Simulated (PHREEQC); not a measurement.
Solution (5 °C): 0.07 mol HF, 5e-05 mol KF and 0.00012 mol H4SiO4 per kg of water. Closed to the air; pH follows from the charge balance.

The numbers come from PHREEQC with the ion-association model, phreeqc.dat.

This is a speciation only: nothing precipitates in the calculation.

Order these F species by the share of F that they hold, largest first: F-, HF, HF2-, SiF6-2.

HF (84 %), F- (11 %), HF2- (3.9 %), SiF6-2 (1.0 %)

The pH is 2.08 and the ionic strength 0.00917 mol/kgw. Constants without temperature data keep their 25 °C values here. SiF6-2 is the database's only silicon fluoride.
